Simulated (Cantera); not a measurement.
Feed: 1 mol Fe(CO)₅, 1.7 mol O₂, 44 mol H₂, equilibrated at 1177 °C and 0.160 bar.

Equilibrium computed with Cantera from the NASA thermochemical tables; the gas is ideal and each condensed phase is pure. Candidate condensed phases: C, C₆H₆, C₇H₈, C₈H₁₈, Fe, Fe(CO)₅, FeO, Fe(OH)₂, Fe(OH)₃, Fe₂O₃, Fe₃O₄, H₂O; 114 gas species. Kinetics and transport are ignored.

Base state: H₂ 0.832, CO 0.0987, H₂O 0.0661, CO₂ 0.00330, H 2.16e-5 (mole fractions); condensed: Fe(γ).

What changes in the equilibrium state with this change: O₂ from 1.7 to 0.16 mol?


```csv
species,before,after
H₂,0.832,0.892
CO,0.0987,0.102
H₂O,0.0661,0.00623
CO₂,0.00330,0.000299
H,2.16e-5,2.23e-5
"Fe(γ), mol",1.000,1.000
```
